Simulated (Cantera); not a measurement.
A closed system holds: 1 mol B, 1.4 mol O2, held at 1300 °C and 0.383 Torr.

Method: chemical equilibrium by Gibbs-energy minimisation in Cantera with the NASA 1993 tables (ideal gas, pure condensed phases). Candidate condensed phases: B, B2O3; 10 gas species. Rates play no part.

Base state: O2 0.813, B2O3 0.176, BO2 0.0103, O 0.000417 (mole fractions); condensed: B2O3(l).

Problem. What changes in the equilibrium state with this change: 0.0093 mol NH3 added?

Solution. 
| species | before | after |
|---|---|---|
| O2 | 0.813 | 0.774 |
| B2O3 | 0.176 | 0.176 |
| HBO2 | 0 | 0.0331 |
| N2 | 0 | 0.00548 |
| BO2 | 0.0103 | 0.0102 |
| H2O | 0 | 0.000278 |
| NO | 0 | 0.000275 |
| OH | 0 | 6.97e-5 |
| O | 0.000417 | 0.000407 |
| B2O3(l), mol | 0.356 | 0.336 |
Further candidate phases: BN, B3O3H3, H2O.
